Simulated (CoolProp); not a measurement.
R124 at 293.15 K and 0.109 MPa is compressed adiabatically to 0.305 MPa with isentropic efficiency 0.8. Each further row changes one setting.

The numbers come from the reference Helmholtz-energy equation of state, de Vries 1995 in CoolProp.

```tsv
case	work (kJ/kg)	final temperature (K)	final density (kg/m³)
as stated	23.0	327.0	16.3
efficiency 1	18.4	321.3	16.6
efficiency 0.65	28.3	333.6	15.9
```
